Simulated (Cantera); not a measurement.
## Equilibrium for boron, boron nitride and boron oxide: B + H2

Input: 1 mol B, 41 mol H2, at 2100 °C.

Cantera equilibrium calculation (NASA polynomials, part measured and part estimated; ideal gas, pure solids and liquids). Candidate condensed phases: B; 7 gas species. The tables' values for BH2 are old estimates; treat these amounts as uncertain. Gases not in the tables: B2H6 and higher boranes. The numbers say what is thermodynamically allowed, not how fast it happens.

From 0.000100 bar to 0.000630 bar nothing is condensed. From 0.00400 bar to 1.00 bar the condensed part is B(l).

```
P (Pa)   x H2     x H       x B     x BH2      x BH    x BH3     x B2  n B(l)
------  -----  ------  --------  --------  --------  -------  -------  ------
10      0.265   0.720    0.0151   4.60e-5   5.61e-5  6.72e-9  1.08e-7       0
63      0.563   0.418    0.0179  0.000727  0.000243  3.89e-7  9.47e-7       0
400     0.795   0.197   0.00600   0.00219  0.000244  3.50e-6  6.78e-7   0.614
2500    0.912  0.0844  0.000961   0.00251  0.000104  1.08e-5  1.08e-7   0.846
16000   0.963  0.0343  0.000150   0.00265   4.24e-5  2.95e-5  1.69e-8   0.880
100000  0.983  0.0139   2.40e-5   0.00270   1.71e-5  7.61e-5  2.71e-9   0.884
```
x: gas mole fraction; n: condensed amount in mol.
